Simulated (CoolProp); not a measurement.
A single-stage vapour-compression cycle with ethane: evaporating at 218.15 K (dew point), condensing at 271.15 K (bubble point), superheat 0 K, subcooling 8 K, compressor efficiency 0.75, no pressure losses. Each further row changes one setting.

The numbers come from the reference Helmholtz-energy equation of state, Bücker 2006 in CoolProp.

```csv
case,cooling COP,pressure ratio,discharge temperature (K),refrigerating effect (kJ/kg),volumetric capacity (kJ/m³)
as stated,2.38,4.95,314.5,309,2610
evaporating temperature 223.15 K,2.75,4.12,309.2,314,3160
condensing temperature 266.15 K,2.73,4.37,306.5,325,2740
subcooling 13 K,2.50,4.95,314.5,325,2740
superheat 10 K,2.36,4.95,326.1,326,2590
compressor efficiency 0.65,2.06,4.95,323.7,309,2610
```
